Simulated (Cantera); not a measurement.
# Thermodynamics of chlorosilane synthesis and conversion, feed SiCl4 + HCl + H2

A closed system holds: 1 mol SiCl4, 2.1 mol HCl, 0.45 mol H2, held at 1.00 bar.

Cantera equilibrium calculation (NASA polynomials, part measured and part estimated; ideal gas, pure solids and liquids). Candidate condensed phases: Si; 19 gas species. The tables' values for SiCl3 are old estimates; treat these amounts as uncertain. Kinetics and transport are ignored.

```
T (K)  x HCl  x SiCl4   x H2  x SiHCl3   x SiCl3   x SiCl2  x SiH2Cl2      x Cl
-----  -----  -------  -----  --------  --------  --------  ---------  --------
598    0.592    0.282  0.127   1.58e-6  1.31e-11    <1e-12     <1e-12    <1e-12
698    0.592    0.282  0.127   1.19e-5   2.19e-9    <1e-12   3.30e-11    <1e-12
798    0.592    0.282  0.127   5.31e-5   9.93e-8  3.96e-12   8.07e-10  4.60e-12
898    0.592    0.282  0.127  0.000168   1.90e-6  6.19e-10    9.44e-9  1.78e-10
998    0.592    0.281  0.126  0.000416   1.98e-5   3.43e-8    6.62e-8   3.34e-9
1098   0.593    0.281  0.126  0.000867  0.000134   8.97e-7    3.21e-7   3.70e-8
1198   0.594    0.279  0.125   0.00158  0.000647   1.33e-5    1.17e-6   2.77e-7
1298   0.596    0.276  0.123   0.00257   0.00241  0.000125    3.36e-6   1.54e-6
```
x: gas mole fraction; nothing condenses.

From 598 K to 1298 K nothing is condensed. The main Si-bearing gas is SiCl4 throughout.
